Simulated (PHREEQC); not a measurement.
A column of 1 m (40 cells, dispersivity 0.035 m, 720 s a shift, diffusion coefficient 3e-10 m²/s) holds 0.017 eq of the database's cation exchanger X per kg of pore water, first in equilibrium with 0.73 mmol/kgw ZnSO4, 17 mmol/kgw ZnCl2, 2.3 mmol/kgw LiCl and 0.01 mmol/kgw HCl. It is flushed with 0.0091 mol CdCl2, 0.00067 mol MnCl2 and 1e-05 mol HCl per kg of water, at 15 °C. Values are for the last cell. CO2 from the air is kept out. Precipitation was switched off in this run.

The series has 33 steps of pore volumes, from 0 to 4.013.

Model: ion-association model, phreeqc.dat, run in PHREEQC.

**Question.** After how many pore volumes does Cd at the outlet first reach half of its feed value?

**Answer.** By 1.8 pore volumes.

**Question.** After how many pore volumes does Mn at the outlet first reach half of its feed value?

**Answer.** By 1.8 pore volumes.

Species that the database lacks are ignored.
